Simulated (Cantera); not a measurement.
Input (Python, Cantera) and output of one run.

```python
import numpy as np
import cantera as ct

gas_names = [...]  # 95 gases of nasa_gas.yaml made of C, F, H
cond_names = """
    C(gr) C6H6(L) C7H8(L) C8H18(L),n-octa
""".split()


# ... load() reads the species with a 1 bar reference pressure and builds the phases ...
atoms = {
    'CF4': {'C': 1, 'F': 4},
    'CH4': {'C': 1, 'H': 4},
}
top_T = {'C(gr)': 4500}  # K; cautious upper limits of use, not melting points


# ... equilibrate(T, P, feed) seeds the gas with the atoms and calls Mixture.equilibrate('TP', solver="vcs", rtol=1e-11, max_steps=5000) ...
results = []
feed = {'CF4': 1, 'CH4': 0.78}  # mol
T = 1748  # K
for P in [1, 6.8, 46, 320, 2200, 15000, 100000]:
    mix = equilibrate(T, P, feed)
    results.append((T, P, feed, dict(zip(mix.species_names, mix.species_moles))))
    x = sorted(zip(gas.X, gas.species_names), reverse=True)
    print(f"T = {T:g} K  P = {P:g} Pa  gas = {mix.phase_moles(0):.4g} mol")
    print("   x: " + "  ".join(f"{s} {v:.3e}" for v, s in x if v > 0.0001))
    print("   condensed (mol): " + ("  ".join(f"{mix.phase(i).name} {mix.phase_moles(i):.4g}"
          for i in range(1, mix.n_phases) if mix.phase_moles(i) > 1e-12) or "none"))
```

It prints:

```
T = 1748 K  P = 1 Pa  gas = 3.764 mol
   x: HF 8.288e-01  F 1.287e-01  CF2 3.209e-02  CF4 1.000e-02  CF3 2.315e-04  CF 1.425e-04
   condensed (mol): C(gr) 1.62
T = 1748 K  P = 6.8 Pa  gas = 3.496 mol
   x: HF 8.924e-01  F 4.312e-02  CF4 3.959e-02  CF2 2.448e-02  CF3 4.023e-04
   condensed (mol): C(gr) 1.554
T = 1748 K  P = 46 Pa  gas = 3.388 mol
   x: HF 9.209e-01  CF4 5.627e-02  F 1.122e-02  CF2 1.122e-02  CF3 3.248e-04
   condensed (mol): C(gr) 1.55
T = 1748 K  P = 320 Pa  gas = 3.354 mol
   x: HF 9.301e-01  CF4 6.251e-02  CF2 4.485e-03  F 2.690e-03  CF3 2.164e-04
   condensed (mol): C(gr) 1.555
T = 1748 K  P = 2200 Pa  gas = 3.345 mol
   x: HF 9.328e-01  CF4 6.464e-02  CF2 1.739e-03  F 6.390e-04  CF3 1.370e-04
   condensed (mol): C(gr) 1.558
T = 1748 K  P = 15000 Pa  gas = 3.342 mol
   x: HF 9.337e-01  CF4 6.540e-02  CF2 6.700e-04  F 1.519e-04
   condensed (mol): C(gr) 1.559
T = 1748 K  P = 100000 Pa  gas = 3.341 mol
   x: HF 9.340e-01  CF4 6.567e-02  CF2 2.600e-04
   condensed (mol): C(gr) 1.56
```

These are equilibrium values from Cantera (NASA tables, ideal gas, pure condensed phases), not measurements of a reactor. Gases not in the tables: C2F6 and larger saturated fluorocarbons.
